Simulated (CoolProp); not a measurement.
Saturated liquid density (kg/m³) of C3F8 (R218): the reference equation beside estimates from Tc = 71.9 °C, pc = 2.640 MPa, ω = 0.317. Rackett uses Z = 0.29056 − 0.08775 ω.

Model: reference Helmholtz-energy equation of state, Lemmon 2006, in CoolProp. It is a short technical equation, of lower accuracy than the large ones.

```
T (°C)  reference  Rackett  van der Waals  Redlich-Kwong
------  ---------  -------  -------------  -------------
-57.85       1691        ?           1049           1539
-49.85       1662     1777              ?           1508
-41.75          ?     1743           1012           1475
-33.65          ?        ?          992.7              ?
-25.55       1567     1672          972.3           1405
-17.55       1533     1634          951.1              ?
-9.45        1498     1595          928.6              ?
-1.35        1461     1554          904.8           1284
```

Problem. Some entries are withheld; supply them.

Solution. 
- -57.85, Rackett: 1810
- -49.85, van der Waals: 1031
- -41.75, reference: 1631
- -33.65, reference: 1599
- -33.65, Rackett: 1708
- -33.65, Redlich-Kwong: 1441
- -17.55, Redlich-Kwong: 1367
- -9.45, Redlich-Kwong: 1326

Absolute difference from the reference over all 8 rows, mean and median: Rackett 6.7 and 6.8 %, van der Waals 38.0 and 38.0 %, Redlich-Kwong 10.3 and 10.1 %.
